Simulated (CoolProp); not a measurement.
Vapour-liquid equilibrium of dimethyl ether (1) + R236EA (2) at 264.5 K; x and y are mole fractions of (1).

The numbers come from the multi-fluid Helmholtz-energy mixture model, Wu 2011 and Rui 2013; pair parameters Bell 2016 in CoolProp.

Give the bubble pressure and the first vapour's composition at x = 0.35, 0.5, 0.95. Is there an azeotrope?

x = 0.35: 0.06660 MPa, y = 0.529; x = 0.5: 0.08354 MPa, y = 0.751; x = 0.95: 0.1843 MPa, y = 0.996. No azeotrope shows between x = 0.05 and 0.95.

Pair parameters are fitted to limited data, so mixtures are less certain than the pure fluids.
